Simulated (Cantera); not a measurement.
Input: 1 mol Si₂H₆, 0.21 mol O₃, 180 mol N₂, held at 13.0 mbar.

Method: chemical equilibrium by Gibbs-energy minimisation in Cantera with the NASA 1993 tables (ideal gas, pure condensed phases). Candidate condensed phases: H₂O, Si, SiO₂, Si₂N₂O, Si₃N₄; 35 gas species. The feed counts by its element totals alone. N₂ is the only nitrogen source here; it is nearly inert below about 1500 K, so the nitride shown seldom forms there in practice. Mutual solubility and eutectic melting of coexisting phases are not modelled. The tables' values for SiN are old estimates; treat these amounts as uncertain. Kinetics and transport are ignored.

x: gas mole fraction; n: condensed amount in mol.

```json
[
 {"T (K)": "1098", "x N₂": "0.984", "x H₂": "0.0165", "x SiO": "<1e-12", "x H": "?", "x Si": "<1e-12", "x Si₂N": "<1e-12", "n Si₂N₂O(s)": "0.630", "n Si₃N₄(s)": "0.247", "n Si(l)": "0"},
 {"T (K)": "1173", "x N₂": "0.984", "x H₂": "0.0165", "x SiO": "2.37e-11", "x H": "?", "x Si": "<1e-12", "x Si₂N": "<1e-12", "n Si₂N₂O(s)": "0.630", "n Si₃N₄(s)": "0.247", "n Si(l)": "0"},
 {"T (K)": "1248", "x N₂": "0.984", "x H₂": "0.0165", "x SiO": "8.61e-10", "x H": "?", "x Si": "<1e-12", "x Si₂N": "<1e-12", "n Si₂N₂O(s)": "0.630", "n Si₃N₄(s)": "0.247", "n Si(l)": "0"},
 {"T (K)": "1323", "x N₂": "0.984", "x H₂": "0.0165", "x SiO": "2.06e-8", "x H": "?", "x Si": "1.17e-11", "x Si₂N": "<1e-12", "n Si₂N₂O(s)": "0.630", "n Si₃N₄(s)": "0.247", "n Si(l)": "0"},
 {"T (K)": "1398", "x N₂": "0.984", "x H₂": "0.0165", "x SiO": "3.50e-7", "x H": "?", "x Si": "3.41e-10", "x Si₂N": "<1e-12", "n Si₂N₂O(s)": "0.630", "n Si₃N₄(s)": "0.247", "n Si(l)": "0"},
 {"T (K)": "1473", "x N₂": "0.983", "x H₂": "0.0165", "x SiO": "4.41e-6", "x H": "?", "x Si": "7.03e-9", "x Si₂N": "2.79e-11", "n Si₂N₂O(s)": "0.629", "n Si₃N₄(s)": "0.247", "n Si(l)": "0"},
 {"T (K)": "1548", "x N₂": "0.983", "x H₂": "0.0165", "x SiO": "4.33e-5", "x H": "?", "x Si": "1.08e-7", "x Si₂N": "8.98e-10", "n Si₂N₂O(s)": "0.622", "n Si₃N₄(s)": "0.249", "n Si(l)": "0"},
 {"T (K)": "1623", "x N₂": "0.983", "x H₂": "0.0164", "x SiO": "0.000342", "x H": "?", "x Si": "1.28e-6", "x Si₂N": "2.08e-8", "n Si₂N₂O(s)": "0.568", "n Si₃N₄(s)": "0.267", "n Si(l)": "0"},
 {"T (K)": "1698", "x N₂": "0.981", "x H₂": "0.0164", "x SiO": "0.00224", "x H": "?", "x Si": "1.21e-5", "x Si₂N": "3.64e-7", "n Si₂N₂O(s)": "0.221", "n Si₃N₄(s)": "0.382", "n Si(l)": "0"},
 {"T (K)": "1773", "x N₂": "0.980", "x H₂": "0.0163", "x SiO": "0.00345", "x H": "?", "x Si": "9.51e-5", "x Si₂N": "4.95e-6", "n Si₂N₂O(s)": "0", "n Si₃N₄(s)": "0.450", "n Si(l)": "0"},
 {"T (K)": "1848", "x N₂": "0.979", "x H₂": "0.0160", "x SiO": "0.00343", "x H": "?", "x Si": "0.000483", "x Si₂N": "3.21e-5", "n Si₂N₂O(s)": "0", "n Si₃N₄(s)": "0", "n Si(l)": "1.26"}
]
```

**Question.** What belongs in the gaps?

**Answer.** 
- 1098, x H: 2.79e-8
- 1173, x H: 1.33e-7
- 1248, x H: 5.26e-7
- 1323, x H: 1.79e-6
- 1398, x H: 5.33e-6
- 1473, x H: 1.42e-5
- 1548, x H: 3.47e-5
- 1623, x H: 7.77e-5
- 1698, x H: 0.000162
- 1773, x H: 0.000318
- 1848, x H: 0.000589
